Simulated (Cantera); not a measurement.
Input: 1 mol HI, 3.8 mol H2, 1.1 mol N2, equilibrated at 975 K and 1500 Torr.

Equilibrium computed with Cantera from the NASA thermochemical tables; the gas is ideal and each condensed phase is pure. Candidate condensed phases: I2; 12 gas species. The numbers say what is thermodynamically allowed, not how fast it happens.

Base state: H2 0.645, N2 0.186, HI 0.165, I2 0.00140, I 0.00116, NH3 0.000309 (mole fractions); condensed: gas only.

**Question.** What changes in the equilibrium state with this change: temperature from 975 K to 3225 K?

**Answer.** 
| species | before | after |
|---|---|---|
| H2 | 0.645 | 0.540 |
| N2 | 0.186 | 0.159 |
| H | <1e-9 | 0.156 |
| HI | 0.165 | 0.0115 |
| I | 0.00116 | 0.133 |
| N | <1e-9 | 1.52e-5 |
| NH3 | 0.000309 | 1.87e-6 |
| I2 | 0.00140 | 2.81e-5 |
